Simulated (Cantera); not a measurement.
Thermodynamics of nitride etching, feed BN + Cl2 + H2

Charge: 1 mol BN, a varied amount of Cl2, 9.2 mol H2, equilibrated at 627 °C and 180 Torr.

These are equilibrium values from Cantera (NASA tables, ideal gas, pure condensed phases), not measurements of a reactor. Candidate condensed phases: B, BN, NH4Cl; 21 gas species. Gases not in the tables: BHCl2. The numbers say what is thermodynamically allowed, not how fast it happens.

```json
[
 {"n(Cl2) (mol)": "0.92", "log p HCl": "-1.36", "log p H2": "-0.71", "log p BCl3": "-6.32", "log p N2": "-6.67", "log p Cl2": "<-12", "log p Cl": "-10.95", "log p NH3": "-7.31", "n BN(s)": "1.000"},
 {"n(Cl2) (mol)": "1.3", "log p HCl": "-1.23", "log p H2": "-0.74", "log p BCl3": "-6.02", "log p N2": "-6.35", "log p Cl2": "<-12", "log p Cl": "-10.80", "log p NH3": "-7.21", "n BN(s)": "1.000"},
 {"n(Cl2) (mol)": "1.9", "log p HCl": "-1.09", "log p H2": "-0.80", "log p BCl3": "-5.69", "log p N2": "-6.00", "log p Cl2": "<-12", "log p Cl": "-10.63", "log p NH3": "-7.12", "n BN(s)": "1.000"},
 {"n(Cl2) (mol)": "2.7", "log p HCl": "-0.96", "log p H2": "-0.88", "log p BCl3": "-5.36", "log p N2": "-5.67", "log p Cl2": "<-12", "log p Cl": "-10.46", "log p NH3": "-7.08", "n BN(s)": "1.000"},
 {"n(Cl2) (mol)": "3.9", "log p HCl": "-0.85", "log p H2": "-1.01", "log p BCl3": "-5.00", "log p N2": "-5.30", "log p Cl2": "-12.30", "log p Cl": "-10.28", "log p NH3": "-7.09", "n BN(s)": "0.999"},
 {"n(Cl2) (mol)": "5.5", "log p HCl": "-0.75", "log p H2": "-1.22", "log p BCl3": "-4.60", "log p N2": "-4.90", "log p Cl2": "-11.90", "log p Cl": "-10.08", "log p NH3": "-7.19", "n BN(s)": "0.998"},
 {"n(Cl2) (mol)": "7.9", "log p HCl": "-0.65", "log p H2": "-1.73", "log p BCl3": "-3.90", "log p N2": "-4.20", "log p Cl2": "-11.20", "log p Cl": "-9.73", "log p NH3": "-7.62", "n BN(s)": "0.991"},
 {"n(Cl2) (mol)": "11", "log p HCl": "-0.66", "log p H2": "-10.50", "log p BCl3": "-1.93", "log p N2": "-2.23", "log p Cl2": "-2.45", "log p Cl": "-5.36", "log p NH3": "<-12", "n BN(s)": "0"}
]
```
log p: log10 of the partial pressure in bar; n: condensed amount in mol.

From 0.92 mol Cl2 to 7.9 mol Cl2 the condensed part is BN(s). At 11 mol Cl2 nothing is condensed. The main B-bearing gas is BCl3 throughout.
